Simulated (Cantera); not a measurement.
An adiabatic, constant-volume homogeneous reactor starts with CH₄ : CO : O₂ : N₂ = 1 : 0.065 : 1.56 : 5.88 (molar parts), at 1250 K and 3750 Torr. Integrator tolerance rtol = 1e-08.

Model: GRI-Mech 3.0 (53 species, 325 reactions), integrated in Cantera.

Question: What does this change do: initial temperature 1250 to 950 K?

Answer: 
```csv
quantity,before,after
time of steepest temperature rise,6.21 ms,not reached
temperature at 0.200 s,2983 K,951 K
equilibrium temperature,2983 K,2850 K
x(CH₄) at 0.200 s,3.00e-12 (gas-phase equilibrium 3.55e-12),0.118 (gas-phase equilibrium 6.16e-12)
x(CO) at 0.200 s,0.0752 (gas-phase equilibrium 0.0752),0.00764 (gas-phase equilibrium 0.0717)
x(O₂) at 0.200 s,0.00240 (gas-phase equilibrium 0.00240),0.183 (gas-phase equilibrium 0.000929)
x(CO₂) at 0.200 s,0.0420 (gas-phase equilibrium 0.0420),6.38e-6 (gas-phase equilibrium 0.0464)
x(H) at 0.200 s,0.00856 (gas-phase equilibrium 0.00856),2.00e-11 (gas-phase equilibrium 0.00484)
x(HO₂) at 0.200 s,3.52e-6 (gas-phase equilibrium 3.52e-6),1.83e-7 (gas-phase equilibrium 1.45e-6)
```
Below about 1000 K GRI-Mech 3.0 lacks low-temperature oxidation paths.
